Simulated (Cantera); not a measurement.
A closed system holds: 1 mol TiCl4, 2.7 mol O2, 72 mol N2, held at 1598.15 K and 10.0 Torr.

Equilibrium computed with Cantera from the NASA thermochemical tables; the gas is ideal and each condensed phase is pure. Candidate condensed phases: Ti, TiCl2, TiCl3, TiCl4, TiN, TiO, TiO2, Ti2O3, Ti3O5, Ti4O7; 21 gas species. The numbers say what is thermodynamically allowed, not how fast it happens.

Base state: N2 0.929, Cl 0.0467, O2 0.0216, Cl2 0.00246, NO 0.000668, O 1.80e-5, ClO 1.73e-5 (mole fractions); condensed: TiO2(rutile).

**Question.** What changes in the equilibrium state with this change: TiCl4 replaced by Ti(OiPr)4?

**Answer.** 
```json
[
 {"species": "N2", "before": "0.929", "after": "0.754"},
 {"species": "H2", "before": "0", "after": "0.146"},
 {"species": "CO", "before": "0", "after": "0.0985"},
 {"species": "Cl", "before": "0.0467", "after": "0"},
 {"species": "O2", "before": "0.0216", "after": "<1e-9"},
 {"species": "Cl2", "before": "0.00246", "after": "0"},
 {"species": "HCN", "before": "0", "after": "0.000672"},
 {"species": "TiO2(rutile), mol", "before": "1.000", "after": "0"},
 {"species": "C(graphite), mol", "before": "0", "after": "1.53"},
 {"species": "TiC(s), mol", "before": "0", "after": "1.00"}
]
```
The feed counts by its element totals alone. TiC: taken at fixed stoichiometry. Further candidate phases: C, C6H6, C7H8, C8H18, H2O, TiC.
